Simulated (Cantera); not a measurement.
Charge: 1 mol SiH4, 0.49 mol Cl2, 47 mol H2, held at 752 °C and 1 atm.

Method: chemical equilibrium by Gibbs-energy minimisation in Cantera with the NASA 1993 tables (ideal gas, pure condensed phases). Candidate condensed phases: Si; 19 gas species. The tables' values for SiCl3 are old estimates; treat these amounts as uncertain. Equilibrium is a limit: real reactors are often held back by kinetics, nucleation or transport.

Base state: H2 0.990, HCl 0.00517, SiHCl3 0.00249, SiCl4 0.00151, SiH2Cl2 0.000454, SiCl3 5.91e-5, SiCl2 4.82e-5, SiH3Cl 2.14e-5 (mole fractions); condensed: Si(s).

Q: What changes in the equilibrium state with this change: SiH4 replaced by SiCl4?

A: 
```tsv
species	before	after
H2	0.990	0.954
HCl	0.00517	0.0256
SiCl4	0.00151	0.0154
SiH3Cl	2.14e-5	1.60e-6
SiH2Cl2	0.000454	0.000175
SiCl2	4.82e-5	1.92e-5
SiCl3	5.91e-5	0.000119
Si(s), mol	0.774	0
```
